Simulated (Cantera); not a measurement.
A Cantera script and what it prints.

```python
import numpy as np
import cantera as ct

gas_names = [...]  # 113 gases of nasa_gas.yaml made of C, H, O, Ta
cond_names = """
    C(gr) C6H6(L) C7H8(L) C8H18(L),n-octa H2O(s) H2O(L) Ta(cr) Ta(L) TaC(s) TaC(L) Ta2O5(s) Ta2O5(L)
""".split()


# ... load() reads the species with a 1 bar reference pressure and builds the phases ...
atoms = {
    'Ta(OEt)5': {'Ta': 1, 'C': 10, 'H': 25, 'O': 5},
    'CO2': {'C': 1, 'O': 2},
    'H2': {'H': 2},
}
top_T = {'C(gr)': 4500}  # K; cautious upper limits of use, not melting points


# ... equilibrate(T, P, feed) seeds the gas with the atoms and calls Mixture.equilibrate('TP', solver="vcs", rtol=1e-11, max_steps=5000) ...
results = []
T = 1373.15  # K
P = 280  # Pa
for m in [0.94, 1.4, 2, 2.8, 4.1, 5.9, 8.5]:
    feed = {'Ta(OEt)5': 1, 'CO2': m, 'H2': 28}  # mol
    mix = equilibrate(T, P, feed)
    results.append((T, P, feed, dict(zip(mix.species_names, mix.species_moles))))
    x = sorted(zip(gas.X, gas.species_names), reverse=True)
    print(f"T = {T:g} K  P = {P:g} Pa  n(CO2) = {m:g} mol  gas = {mix.phase_moles(0):.4g} mol")
    print("   x: " + "  ".join(f"{s} {v:.3e}" for v, s in x if v > 0.001))
    print("   condensed (mol): " + ("  ".join(f"{mix.phase(i).name} {mix.phase_moles(i):.4g}"
          for i in range(1, mix.n_phases) if mix.phase_moles(i) > 1e-12) or "none"))
```

It prints:

```
T = 1373.15 K  P = 280 Pa  n(CO2) = 0.94 mol  gas = 47.38 mol
   x: H2 8.547e-01  CO 1.452e-01
   condensed (mol): C(gr) 3.059  TaC(s) 1
T = 1373.15 K  P = 280 Pa  n(CO2) = 1.4 mol  gas = 48.3 mol
   x: H2 8.384e-01  CO 1.615e-01
   condensed (mol): C(gr) 2.599  TaC(s) 1
T = 1373.15 K  P = 280 Pa  n(CO2) = 2 mol  gas = 49.5 mol
   x: H2 8.181e-01  CO 1.818e-01
   condensed (mol): C(gr) 1.999  TaC(s) 1
T = 1373.15 K  P = 280 Pa  n(CO2) = 2.8 mol  gas = 51.1 mol
   x: H2 7.925e-01  CO 2.074e-01
   condensed (mol): C(gr) 1.2  TaC(s) 1
T = 1373.15 K  P = 280 Pa  n(CO2) = 4.1 mol  gas = 53.62 mol
   x: H2 7.548e-01  CO 2.446e-01
   condensed (mol): TaC(s) 0.9787  Ta2O5(s) 0.01067
T = 1373.15 K  P = 280 Pa  n(CO2) = 5.9 mol  gas = 55.94 mol
   x: H2 7.236e-01  CO 2.759e-01
   condensed (mol): TaC(s) 0.4648  Ta2O5(s) 0.2676
T = 1373.15 K  P = 280 Pa  n(CO2) = 8.5 mol  gas = 59 mol
   x: H2 6.726e-01  CO 3.104e-01  H2O 1.385e-02  CO2 3.103e-03
   condensed (mol): Ta2O5(s) 0.5
```

Equilibrium computed with Cantera from the NASA thermochemical tables; the gas is ideal and each condensed phase is pure. The feed counts by its element totals alone. Mutual solubility and eutectic melting of coexisting phases are not modelled. TaC: taken at fixed stoichiometry. Condensed phases not in the tables: Ta2C.
